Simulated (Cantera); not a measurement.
**Moist CO burnout**

An isothermal, constant-pressure homogeneous reactor starts with CO : O2 : H2O : N2 = 0.006 : 0.0041 : 0.019 : 1 (molar parts), equivalence ratio 0.73, at 1075 K and 0.133 bar.

Model: GRI-Mech 3.0 (53 species, 325 reactions), integrated in Cantera.

```json
[
 {"t (s)": "0.000700", "x CO": "0.00583", "x O2": "0.00398", "x H2O": "0.0185", "x NO": "<1e-12", "x OH": "<1e-12"},
 {"t (s)": "0.00171", "x CO": "0.00583", "x O2": "0.00398", "x H2O": "0.0185", "x NO": "<1e-12", "x OH": "3.77e-12"},
 {"t (s)": "0.00420", "x CO": "0.00583", "x O2": "0.00398", "x H2O": "0.0185", "x NO": "<1e-12", "x OH": "1.60e-11"},
 {"t (s)": "0.0103", "x CO": "0.00583", "x O2": "0.00398", "x H2O": "0.0185", "x NO": "<1e-12", "x OH": "1.12e-10"},
 {"t (s)": "0.0252", "x CO": "0.00583", "x O2": "0.00398", "x H2O": "0.0185", "x NO": "<1e-12", "x OH": "4.82e-9"},
 {"t (s)": "0.0617", "x CO": "0.00561", "x O2": "0.00388", "x H2O": "0.0184", "x NO": "1.48e-10", "x OH": "1.83e-5"},
 {"t (s)": "0.151", "x CO": "0.000672", "x O2": "0.00174", "x H2O": "0.0177", "x NO": "1.35e-7", "x OH": "7.18e-5"},
 {"t (s)": "0.370", "x CO": "7.39e-5", "x O2": "0.00118", "x H2O": "0.0183", "x NO": "1.79e-7", "x OH": "3.07e-5"},
 {"t (s)": "0.907", "x CO": "1.32e-5", "x O2": "0.00109", "x H2O": "0.0185", "x NO": "1.81e-7", "x OH": "1.22e-5"},
 {"t (s)": "2.22", "x CO": "2.30e-6", "x O2": "0.00107", "x H2O": "0.0185", "x NO": "1.81e-7", "x OH": "5.01e-6"},
 {"t (s)": "5.44", "x CO": "3.96e-7", "x O2": "0.00107", "x H2O": "0.0185", "x NO": "1.80e-7", "x OH": "2.19e-6"},
 {"t (s)": "13.3", "x CO": "7.36e-8", "x O2": "0.00107", "x H2O": "0.0185", "x NO": "1.80e-7", "x OH": "1.04e-6"},
 {"t (s)": "32.7", "x CO": "1.65e-8", "x O2": "0.00107", "x H2O": "0.0185", "x NO": "1.81e-7", "x OH": "5.48e-7"},
 {"t (s)": "80.0", "x CO": "4.72e-9", "x O2": "0.00107", "x H2O": "0.0185", "x NO": "1.81e-7", "x OH": "3.14e-7"}
]
```
x: mole fraction; the columns are a selection and need not sum to one.

Equilibrium at this temperature and pressure: CO 3.21e-10, O2 0.00107, H2O 0.0185, NO 5.38e-6, OH 8.58e-8 (gas phase only).
